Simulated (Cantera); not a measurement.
A closed system holds: 1 mol Si3N4, 1.5 mol CO2, 1 mol N2, 0.6 mol H2O, equilibrated at 1.00 bar.

These are equilibrium values from Cantera (NASA tables, ideal gas, pure condensed phases), not measurements of a reactor. Candidate condensed phases: C, C6H6, C7H8, C8H18, H2O, Si, SiC, SiO2, Si2N2O, Si3N4; 151 gas species. Mutual solubility and eutectic melting of coexisting phases are not modelled. The tables hold silica as quartz up to 1696 K and as liquid above; real silica turns to tridymite and cristobalite and melts near 1996 K. The numbers say what is thermodynamically allowed, not how fast it happens.

x: gas mole fraction; n: condensed amount in mol.

| T (°C) | x N2 | x CO | x H2 | x SiO | x CH4 | n C(graphite) | n SiO2(β-quartz) | n Si2N2O(s) | n SiO2(condensed) | n SiO2(l) |
|---|---|---|---|---|---|---|---|---|---|---|
| 700 | 0.790 | 0.000193 | 0.205 | <1e-12 | 0.00538 | 1.48 | 1.40 | 0.800 | 0 | 0 |
| 800 | 0.786 | 0.00150 | 0.210 | <1e-12 | 0.00203 | 1.49 | 1.40 | 0.801 | 0 | 0 |
| 900 | 0.779 | 0.00810 | 0.211 | 3.06e-11 | 0.000870 | 1.47 | 1.38 | 0.808 | 0 | 0 |
| 1000 | 0.757 | 0.0333 | 0.209 | 1.82e-9 | 0.000409 | 1.40 | 1.34 | 0.832 | 0 | 0 |
| 1100 | 0.693 | 0.108 | 0.198 | 6.05e-8 | 0.000198 | 1.17 | 1.18 | 0.909 | 0 | 0 |
| 1200 | [?] | [?] | [?] | [?] | [?] | [?] | [?] | [?] | 0 | 0 |
| 1300 | 0.447 | 0.394 | 0.158 | 1.87e-5 | 2.74e-5 | 0 | 0.400 | 1.30 | 0 | 0 |
| 1400 | 0.447 | 0.394 | 0.158 | 0.000183 | 8.19e-6 | 0 | 0.400 | 1.30 | 0 | 0 |
| 1500 | 0.447 | 0.394 | 0.157 | 0.00137 | 2.85e-6 | 0 | 0 | 1.30 | 0.398 | 0 |
| 1600 | 0.445 | 0.390 | 0.156 | 0.00813 | 1.10e-6 | 0 | 0 | 1.29 | 0.389 | 0 |
| 1700 | 0.437 | 0.373 | 0.149 | [?] | [?] | 0 | 0 | 1.25 | [?] | 0 |
| 1800 | 0.401 | 0.303 | 0.121 | 0.174 | 1.11e-7 | 0 | 0 | 1.01 | 0 | 0.113 |

Task: What belongs in the gaps?

Result: 
- 1700, x SiO: 0.0403
- 1700, x CH4: 4.23e-7
- 1700, n SiO2(condensed): 0.346
- 1200, x N2: 0.543
- 1200, x CO: 0.283
- 1200, x H2: 0.173
- 1200, x SiO: 1.30e-6
- 1200, x CH4: 8.83e-5
- 1200, n C(graphite): 0.522
- 1200, n SiO2(β-quartz): 0.748
- 1200, n Si2N2O(s): 1.13
